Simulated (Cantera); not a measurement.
A perfectly stirred reactor is fed with CO : H2 : O2 : N2 = 1 : 0.042 : 1.02 : 3.84 (molar parts), equivalence ratio 0.51, at 260000 Pa; it is adiabatic with a 350 K inlet, and is followed from long to short residence time, starting on the burning branch (τ in s: 0.1, 0.03, 0.0086, 0.0025, 0.0007, 0.0002, 5.8e-05, 1.7e-05, 4.8e-06).

Computed with Cantera and GRI-Mech 3.0 (53 species, 325 reactions). The hydrogen kinetics of GRI-Mech 3.0 are dated; newer H2 mechanisms differ, most at raised pressure.

Question: Predict: blow-out, bracketed by the residence times tried; x(CO) at τ = 0.100 s; x(H2) at τ = 0.100 s; x(O2) at τ = 0.100 s; x(H) at τ = 0.100 s; x(HO2) at τ = 0.100 s; x(CO) at τ = 0.700 ms; x(H2) at τ = 0.700 ms; x(O2) at τ = 0.700 ms; x(H) at τ = 0.700 ms; x(HO2) at τ = 0.700 ms.

Answer: 
```
Quantity                                                                        Result
------------------------------------------------  ------------------------------------
blow-out, bracketed by the residence times tried  burning at 0.700 ms, out at 0.200 ms
x(CO) at τ = 0.100 s                                                           0.00160
x(H2) at τ = 0.100 s                                                           1.26e-5
x(O2) at τ = 0.100 s                                                            0.0931
x(H) at τ = 0.100 s                                                            1.01e-5
x(HO2) at τ = 0.100 s                                                          1.57e-6
x(CO) at τ = 0.700 ms                                                           0.0366
x(H2) at τ = 0.700 ms                                                         0.000191
x(O2) at τ = 0.700 ms                                                            0.107
x(H) at τ = 0.700 ms                                                          0.000515
x(HO2) at τ = 0.700 ms                                                         2.71e-5
```
